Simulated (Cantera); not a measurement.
## Thermodynamics of silicon epitaxy and polysilicon growth, feed SiHCl₃ + H₂

Input: 1 mol SiHCl₃, a varied amount of H₂, equilibrated at 1375 K and 10.0 Torr.

Method: chemical equilibrium by Gibbs-energy minimisation in Cantera with the NASA 1993 tables (ideal gas, pure condensed phases). Candidate condensed phases: Si; 19 gas species. The tables' values for SiCl₃ are old estimates; treat these amounts as uncertain. Equilibrium is a limit: real reactors are often held back by kinetics, nucleation or transport.

```json
[
 {"n(H₂) (mol)": "9.5", "log p H₂": "-1.97", "log p HCl": "-2.78", "log p SiCl₂": "-3.14", "log p SiCl₃": "-4.15", "log p SiCl₄": "-4.51", "log p SiHCl₃": "-4.89", "n Si(s)": "0.273"},
 {"n(H₂) (mol)": "15", "log p H₂": "-1.94", "log p HCl": "-2.88", "log p SiCl₂": "-3.36", "log p SiCl₃": "-4.49", "log p SiCl₄": "-4.96", "log p SiHCl₃": "-5.21", "n Si(s)": "0.380"},
 {"n(H₂) (mol)": "25", "log p H₂": "-1.92", "log p HCl": "-3.01", "log p SiCl₂": "-3.65", "log p SiCl₃": "-4.92", "log p SiCl₄": "-5.53", "log p SiHCl₃": "-5.63", "n Si(s)": "0.507"},
 {"n(H₂) (mol)": "41", "log p H₂": "-1.90", "log p HCl": "-3.16", "log p SiCl₂": "-3.96", "log p SiCl₃": "-5.39", "log p SiCl₄": "-6.16", "log p SiHCl₃": "-6.09", "n Si(s)": "0.626"},
 {"n(H₂) (mol)": "66", "log p H₂": "-1.89", "log p HCl": "-3.32", "log p SiCl₂": "-4.29", "log p SiCl₃": "-5.88", "log p SiCl₄": "-6.81", "log p SiHCl₃": "-6.58", "n Si(s)": "0.727"},
 {"n(H₂) (mol)": "110", "log p H₂": "-1.89", "log p HCl": "-3.51", "log p SiCl₂": "-4.66", "log p SiCl₃": "-6.45", "log p SiCl₄": "-7.57", "log p SiHCl₃": "-7.15", "n Si(s)": "0.814"},
 {"n(H₂) (mol)": "170", "log p H₂": "-1.88", "log p HCl": "-3.67", "log p SiCl₂": "-5.00", "log p SiCl₃": "-6.96", "log p SiCl₄": "-8.25", "log p SiHCl₃": "-7.65", "n Si(s)": "0.870"},
 {"n(H₂) (mol)": "280", "log p H₂": "-1.88", "log p HCl": "-3.87", "log p SiCl₂": "-5.41", "log p SiCl₃": "-7.56", "log p SiCl₄": "-9.05", "log p SiHCl₃": "-8.26", "n Si(s)": "0.916"},
 {"n(H₂) (mol)": "460", "log p H₂": "-1.88", "log p HCl": "-4.08", "log p SiCl₂": "-5.82", "log p SiCl₃": "-8.18", "log p SiCl₄": "-9.88", "log p SiHCl₃": "-8.87", "n Si(s)": "0.947"}
]
```
log p: log10 of the partial pressure in bar; n: condensed amount in mol.

From 9.5 mol H₂ to 460 mol H₂ the condensed part is Si(s). The main Si-bearing gas is SiCl₂ throughout. The share of Si in condensed phases is highest at 460 mol H₂ (94.7 %) and lowest at 9.5 mol H₂ (27.3 %).
